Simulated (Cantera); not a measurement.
A closed system holds: 1 mol SiH₂Cl₂, 0.45 mol Cl₂, 790 mol H₂, held at 1375 °C and 1.00 bar.

Method: chemical equilibrium by Gibbs-energy minimisation in Cantera with the NASA 1993 tables (ideal gas, pure condensed phases). Candidate condensed phases: Si; 19 gas species. Kinetics and transport are ignored.

Problem. What is the equilibrium state?

Solution. 
```json
{
 "x(H₂)": "0.996",
 "x(HCl)": "0.00357",
 "x(H)": "8.89e-5",
 "x(SiCl₂)": "4.53e-5",
 "x(SiH₂)": "8.44e-6",
 "x(SiH₃Cl)": "1.25e-6",
 "x(SiH₄)": "1.20e-6",
 "n(Si(s))": "0.954 mol",
 "gas_amount": "792.5 mol"
}
```
